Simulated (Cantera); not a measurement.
A diamond (100) surface in a fixed gas of H2 with x(CH4) = 0.018, x(H) = 0.025, at 1375 K, 14000 Pa; coverages are run to steady state.

Model: the Harris–Goodwin 1993 mechanism for the reconstructed diamond (100) surface, integrated in Cantera.

θ: site fractions in the mechanism's names (c6HH fully hydrogenated, c6H* and c6*H radical sites, c6** diradical, c6HM methylated).

```tsv
x(CH3)	growth (µm/h)	θ c6HH	θ c6H*	θ c6*H	θ c6**	θ c6HM
1e-06	0.0770	0.338	0.0579	0.543	0.0611	1.40e-6
2.3e-06	___	0.338	0.0579	0.543	0.0611	___
5.3e-06	0.408	0.338	0.0579	0.543	0.0611	7.42e-6
1.2e-05	0.924	0.338	0.0579	0.543	0.0611	1.68e-5
2.8e-05	2.16	0.338	0.0579	0.543	0.0611	3.92e-5
6.5e-05	___	0.338	0.0579	0.543	0.0611	___
0.00015	11.5	0.338	0.0579	0.542	0.0610	0.000210
0.00034	26.1	0.338	0.0579	0.542	0.0609	0.000475
0.00079	60.4	0.338	0.0578	0.541	0.0605	0.00110
```

**Question.** Fill in the missing entries.

**Answer.** 
- 2.3e-06, growth (µm/h): 0.177
- 2.3e-06, θ c6HM: 3.22e-6
- 6.5e-05, growth (µm/h): 5.00
- 6.5e-05, θ c6HM: 9.09e-5
